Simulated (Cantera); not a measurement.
Cantera run, input and output.

```python
import numpy as np
import cantera as ct

gas = ct.Solution("gri30.yaml")
gas.TPX = 650, 920000, {'H2': 1, 'O2': 0.725, 'N2': 2.72}
inlet = ct.Reservoir(gas, clone=True)
gas.equilibrate("HP")  # start burning
reactor = ct.IdealGasConstPressureReactor(gas, energy="on", clone=False)
exhaust = ct.Reservoir(gas, clone=True)
tau = [0.11, 0.038, 0.013, 0.0046, 0.0016, 0.00057, 0.0002, 7e-05, 2.4e-05, 8.5e-06][0]
for a, b in ((inlet, reactor), (reactor, exhaust)):
    ct.MassFlowController(a, b, mdot=lambda t: reactor.mass / tau)
net = ct.ReactorNet([reactor])
show = ['H2', 'O2', 'N2O', 'O', 'HO2']

rows = []
print(f"{'tau/s':>10s}{'T/K':>9s}" + "".join(f"{s:>11s}" for s in show))
for tau in [0.11, 0.038, 0.013, 0.0046, 0.0016, 0.00057, 0.0002, 7e-05, 2.4e-05, 8.5e-06]:
    net.initial_time = 0.0
    net.advance(30 * tau)
    before = gas.X
    net.advance(40 * tau)
    drift = np.max(np.abs(gas.X - before) / (gas.X + 1e-9))
    rows.append([gas.T, *gas[show].X, drift])
    print(f"{tau:10.3e}{gas.T:9.1f}" + "".join(f"{x:11.3e}" for x in gas[show].X))
```

It prints:

```
     tau/s      T/K         H2         O2        N2O          O        HO2
 1.100e-01   2272.4  6.416e-04  5.334e-02  1.084e-06  3.250e-04  7.379e-06
 3.800e-02   2275.5  6.587e-04  5.413e-02  1.091e-06  3.365e-04  7.571e-06
 1.300e-02   2278.7  6.949e-04  5.501e-02  1.112e-06  3.546e-04  7.847e-06
 4.600e-03   2279.7  7.752e-04  5.554e-02  1.158e-06  3.833e-04  8.227e-06
 1.600e-03   2277.4  9.805e-04  5.576e-02  1.260e-06  4.490e-04  9.050e-06
 5.700e-04   2270.1  1.465e-03  5.582e-02  1.444e-06  6.080e-04  1.110e-05
 2.000e-04   2253.8  2.534e-03  5.585e-02  1.632e-06  9.786e-04  1.624e-05
 7.000e-05   2222.4  4.644e-03  5.606e-02  1.606e-06  1.739e-03  2.790e-05
 2.400e-05   2165.1  8.543e-03  5.687e-02  1.340e-06  3.152e-03  5.273e-05
 8.500e-06   2072.4  1.485e-02  5.894e-02  1.021e-06  5.277e-03  9.907e-05
```

Model: GRI-Mech 3.0 (53 species, 325 reactions), integrated in Cantera. The hydrogen kinetics of GRI-Mech 3.0 are dated; newer H2 mechanisms differ, most at raised pressure.
